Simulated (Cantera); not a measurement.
Feed: 1 mol B2H6, 0.97 mol N2, 0.16 mol NH3, held at 1502 °C and 17.0 mbar.

These are equilibrium values from Cantera (NASA tables, ideal gas, pure condensed phases), not measurements of a reactor. Candidate condensed phases: B, BN; 15 gas species. The feed counts by its element totals alone. The tables' values for BH2 are old estimates; treat these amounts as uncertain. Rates play no part.

Base state: H2 0.983, N2 0.0152, H 0.00220, BH2 1.08e-5 (mole fractions); condensed: BN(s).

### Question
What changes in the equilibrium state with this change: temperature from 1502 °C to 700 °C?

### Answer
```csv
species,before,after
H2,0.983,0.985
N2,0.0152,0.0152
H,0.00220,8.26e-9
BH2,1.08e-5,<1e-9
"BN(s), mol",2.00,2.00
```

### Question
What changes in the equilibrium state with this change: temperature from 1502 °C to 1475 °C?

### Answer
```tsv
species	before	after
H2	0.983	0.983
N2	0.0152	0.0152
H	0.00220	0.00174
BH2	1.08e-5	6.84e-6
BN(s), mol	2.00	2.00
```
